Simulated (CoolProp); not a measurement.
Model: reference Helmholtz-energy equation of state, Penoncello 2003, in CoolProp.

Task: For CHF3 (R23), give the phase and the density (kg/m³), cp (kJ/(kg K)), Joule-Thomson coefficient (K/MPa), isothermal compressibility (1/MPa) at 183.7 K and 6.97 MPa; 200.2 K and 6.97 MPa; 241.7 K and 6.97 MPa.

Result: 
- 183.7 K and 6.97 MPa: liquid; density 1490, cp 1.21, Joule-Thomson coefficient -0.313, isothermal compressibility 0.00141
- 200.2 K and 6.97 MPa: liquid; density 1430, cp 1.23, Joule-Thomson coefficient -0.274, isothermal compressibility 0.00181
- 241.7 K and 6.97 MPa: liquid; density 1260, cp 1.34, Joule-Thomson coefficient -0.0818, isothermal compressibility 0.00397
